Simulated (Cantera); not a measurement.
**Ammonia decomposition in nitride growth gas**

An isothermal, constant-pressure homogeneous reactor starts with 38.5 % NH3, 61.5 % H2, at 1575 K and 158 Torr.

Model: the gas-phase N/H chemistry of the illustrative SiF4/NH3 mechanism in the Surface Chemkin manual (1991), integrated in Cantera. Walls and surfaces, which speed up NH3 decomposition in real reactors, are not modelled.

```tsv
t (s)	x NH3	x H2	x N2	x N	x NH	x NH2	x N2H2
5.00e-5	0.385	0.615	<1e-12	<1e-12	1.46e-12	1.38e-7	<1e-12
0.000230	0.385	0.615	4.42e-12	<1e-12	3.44e-11	6.35e-7	1.30e-11
0.00106	0.385	0.615	1.63e-9	1.34e-12	7.45e-10	2.92e-6	4.28e-10
0.00486	0.385	0.615	2.40e-7	1.27e-10	1.55e-8	1.33e-5	1.03e-8
0.0224	0.384	0.615	2.12e-5	4.61e-9	1.71e-7	4.43e-5	1.31e-7
0.103	0.384	0.616	0.000256	6.53e-9	2.16e-7	4.98e-5	1.68e-7
0.473	0.381	0.618	0.00135	6.52e-9	2.15e-7	4.95e-5	1.66e-7
2.17	0.367	0.626	0.00621	6.50e-9	2.12e-7	4.83e-5	1.57e-7
10.0	0.314	0.660	0.0254	6.35e-9	1.97e-7	4.31e-5	1.22e-7
```
x: mole fraction; the columns are a selection and need not sum to one.

Equilibrium at this temperature and pressure: NH3 3.08e-6, H2 0.861, N2 0.139, N <1e-12, NH 5.52e-12, NH2 7.09e-10, N2H2 <1e-12 (gas phase only).
